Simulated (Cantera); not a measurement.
# Equilibrium for calcination and drying: K2SO4 + H2O + H2

Charge: 1 mol K2SO4, a varied amount of H2O, 0.045 mol H2, equilibrated at 1525 °C and 66.0 mbar.

These are equilibrium values from Cantera (NASA tables, ideal gas, pure condensed phases), not measurements of a reactor. Candidate condensed phases: H2O, H2SO4, K, KOH, KO2, K2O, K2O2, K2S, K2SO4, S; 26 gas species. Equilibrium is a limit: real reactors are often held back by kinetics, nucleation or transport.

```json
[
 {"n(H2O) (mol)": "0.77", "log p H2O": "-1.53", "log p KOH": "-1.75", "log p SO2": "-2.02", "log p O2": "-2.39", "log p K2SO4": "-2.45", "log p K": "-2.84", "log p OH": "-3.86", "log p H2": "-4.61", "n K2SO4(l)": "0.722"},
 {"n(H2O) (mol)": "2.2", "log p H2O": "-1.53", "log p KOH": "-1.76", "log p SO2": "-2.03", "log p O2": "-2.34", "log p K2SO4": "-2.45", "log p K": "-2.86", "log p OH": "-3.85", "log p H2": "-4.64", "n K2SO4(l)": "0.246"},
 {"n(H2O) (mol)": "3.7", "log p H2O": "-1.48", "log p KOH": "-1.80", "log p SO2": "-2.07", "log p O2": "-2.36", "log p K2SO4": "-2.61", "log p K": "-2.91", "log p OH": "-3.83", "log p H2": "-4.57", "n K2SO4(l)": "0"},
 {"n(H2O) (mol)": "5.2", "log p H2O": "-1.41", "log p KOH": "-1.86", "log p SO2": "-2.13", "log p O2": "-2.43", "log p K2SO4": "-2.90", "log p K": "-2.99", "log p OH": "-3.81", "log p H2": "-4.48", "n K2SO4(l)": "0"},
 {"n(H2O) (mol)": "6.6", "log p H2O": "-1.38", "log p KOH": "-1.91", "log p SO2": "-2.19", "log p O2": "-2.48", "log p K2SO4": "-3.13", "log p K": "-3.05", "log p OH": "-3.81", "log p H2": "-4.41", "n K2SO4(l)": "0"},
 {"n(H2O) (mol)": "8.1", "log p H2O": "-1.35", "log p KOH": "-1.97", "log p SO2": "-2.24", "log p O2": "-2.54", "log p K2SO4": "-3.35", "log p K": "-3.11", "log p OH": "-3.80", "log p H2": "-4.35", "n K2SO4(l)": "0"},
 {"n(H2O) (mol)": "9.6", "log p H2O": "-1.32", "log p KOH": "-2.02", "log p SO2": "-2.29", "log p O2": "-2.58", "log p K2SO4": "-3.54", "log p K": "-3.16", "log p OH": "-3.81", "log p H2": "-4.31", "n K2SO4(l)": "0"}
]
```
log p: log10 of the partial pressure in bar; n: condensed amount in mol.

From 0.77 mol H2O to 2.2 mol H2O the condensed part is K2SO4(l). From 3.7 mol H2O to 9.6 mol H2O nothing is condensed. The main K-bearing gas is KOH throughout.
